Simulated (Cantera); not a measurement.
# Ignition delay

Mixture: CH4 : C2H6 : C3H8 : O2 : N2 = 1 : 0.079 : 0.033 : 3.94 : 14.8 (molar parts), at 11.0 bar, adiabatic and at constant pressure. Ignition delay is the time to a rise of 400 K.

Cantera simulation using GRI-Mech 3.0 (53 species, 325 reactions); the numbers are that mechanism's predictions, not measurements.

```
T0 (K)  delay (ms)
------  ----------
1175          1.44
1225         0.762
1275         0.421
1325         0.241
1375         0.143
1425        0.0866
1475        0.0542
```

- apparent activation energy between 1375 and 1475 K = 160 kJ/mol
